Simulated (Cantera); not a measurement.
Charge: 1 mol Cu, 0.011 mol CO2, 13 mol H2, held at 0.000500 bar.

Cantera equilibrium calculation (NASA polynomials, part measured and part estimated; ideal gas, pure solids and liquids). Candidate condensed phases: C, C6H6, C7H8, C8H18, Cu, CuO, Cu(OH)2, Cu2O, H2O; 113 gas species. Kinetics and transport are ignored.

Task: Which condensed phases are stable at each of these points (T (K)): 1125, 1175, 1225, 1275, 1325, 1375, 1425, 1475, 1525, 1575?

Result: 
```tsv
T (K)	condensed phases	Cu condensed (%)
1125	Cu(s)	100.0
1175	Cu(s)	100.0
1225	Cu(s)	99.9
1275	Cu(s)	99.8
1325	Cu(s)	99.3
1375	Cu(l)	97.9
1425	Cu(l)	94.3
1475	Cu(l)	85.9
1525	Cu(l)	66.8
1575	Cu(l)	24.6
```

From 1125 K to 1325 K the condensed part is Cu(s). From 1375 K to 1575 K the condensed part is Cu(l).
